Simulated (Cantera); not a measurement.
A closed system holds: 1 mol Si3N4, 0.058 mol H2O, 150 mol H2, at 1 atm.

Cantera equilibrium calculation (NASA polynomials, part measured and part estimated; ideal gas, pure solids and liquids). Candidate condensed phases: H2O, Si, SiO2, Si2N2O, Si3N4; 35 gas species. Gases not in the tables: Si2H6 and higher silanes. Equilibrium is a limit: real reactors are often held back by kinetics, nucleation or transport.

At 2148 K, list the 6 most abundant gas species with their mole fractions, and the condensed phases.

H2 0.982, N2 0.0131, H 0.00410, SiO 0.000380, SiH2 0.000228, Si 0.000217. Condensed: Si(l).
